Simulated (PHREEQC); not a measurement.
Dissolve 45 mmol/kgw H2SO4, 120 mmol/kgw ZnSO4 and 5.1 mmol/kgw MnSO4 at 25 °C. Closed to the air; pH follows from the charge balance.

All values are PHREEQC results (ion-association model, phreeqc.dat), not measurements.

```json
[
 {"quantity": "pH", "before": "1.50", "after": "5.54"},
 {"quantity": "ionic strength (mol/kgw)", "before": "0.302", "after": "0.249"},
 {"quantity": "Zn+2 (mol/kgw)", "before": "0.0632", "after": "0.0591"},
 {"quantity": "HSO4- (mol/kgw)", "before": "0.0495", "after": "4.73e-6"},
 {"quantity": "SO4-2 (mol/kgw)", "before": "0.0471", "after": "0.0461"},
 {"quantity": "ZnSO4 (mol/kgw)", "before": "0.0419", "after": "0.0448"}
]
```

Q: Name the change that produced these shifts.
A. temperature from 25 to 10 °C
B. temperature from 25 to 40 °C
C. diluted 5-fold with water
D. MnSO4 replaced by Mn(NO3)2 at the same molality
E. H2SO4 left out

A: E, H2SO4 left out

Precipitation was switched off in this run.
